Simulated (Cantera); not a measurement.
Input (Python, Cantera) and output of one run.

```python
import numpy as np
import cantera as ct

gas_names = """
    F F2 N NF NF2 NF3 N2 Si SiF SiF2 SiF3 SiF4 SiN Si2 Si2N Si3
""".split()
cond_names = """
    Si(cr) Si(L) Si3N4(a)
""".split()


# ... load() reads the species with a 1 bar reference pressure and builds the phases ...
atoms = {
    'Si': {'Si': 1},
    'F2': {'F': 2},
    'N2': {'N': 2},
}
top_T = {'Si3N4(a)': 2400}  # K; cautious upper limits of use, not melting points


# ... equilibrate(T, P, feed) seeds the gas with the atoms and calls Mixture.equilibrate('TP', solver="vcs", rtol=1e-11, max_steps=5000) ...
results = []
feed = {'Si': 1, 'F2': 0.64, 'N2': 11}  # mol
P = 1333.22  # Pa
for T in [625, 700, 775, 850, 925, 1000, 1075, 1150, 1225, 1300, 1375, 1450, 1525, 1600]:
    mix = equilibrate(T, P, feed)
    results.append((T, P, feed, dict(zip(mix.species_names, mix.species_moles))))

top = {s: max(r[3][s] / sum(r[3][g] for g in gas_names) for r in results) for s in gas_names}
cols = sorted((s for s in top if top[s] > 1e-06), key=lambda s: -top[s])[:9]
seen = [c for c in cond_names if any(r[3].get(c, 0) > 1e-12 for r in results)]
print("log10 of partial pressures in bar; condensed amounts in mol")
print(f"{'T/K':>10s}" + "".join(f"{s[:9]:>10s}" for s in cols + seen))
for T, P, feed, n in results:
    ng = sum(n[g] for g in gas_names)
    print(f"{T:10.4g}" + "".join(f"{np.log10(max(n[s] / ng * P / 1e5, 1e-99)):10.3f}" for s in cols)
          + "".join(f"{n.get(c, 0):10.4g}" for c in seen))
```

Result:

```
log10 of partial pressures in bar; condensed amounts in mol
       T/K        N2      SiF4      SiF3      SiF2       SiF  Si3N4(a)
       625    -1.888    -3.406   -13.101   -21.450   -35.896    0.2267
       700    -1.888    -3.406   -11.422   -18.383   -30.801    0.2267
       775    -1.888    -3.406   -10.069   -15.913   -26.695    0.2267
       850    -1.888    -3.406    -8.957   -13.883   -23.318    0.2267
       925    -1.888    -3.406    -8.027   -12.185   -20.492    0.2267
      1000    -1.888    -3.406    -7.238   -10.746   -18.094    0.2267
      1075    -1.888    -3.406    -6.561    -9.510   -16.033    0.2266
      1150    -1.888    -3.407    -5.974    -8.438   -14.244    0.2266
      1225    -1.888    -3.409    -5.461    -7.501   -12.678    0.2264
      1300    -1.888    -3.414    -5.011    -6.676   -11.296     0.226
      1375    -1.888    -3.428    -4.617    -5.947   -10.069    0.2249
      1450    -1.889    -3.456    -4.277    -5.304    -8.976    0.2224
      1525    -1.889    -3.514    -3.996    -4.742    -8.000    0.2173
      1600    -1.890    -3.623    -3.784    -4.262    -7.131    0.2079
```

Equilibrium computed with Cantera from the NASA thermochemical tables; the gas is ideal and each condensed phase is pure. N2 is the only nitrogen source here; it is nearly inert below about 1500 K, so the nitride shown seldom forms there in practice. The tables' values for SiF3, SiF2 are old estimates; treat these amounts as uncertain.
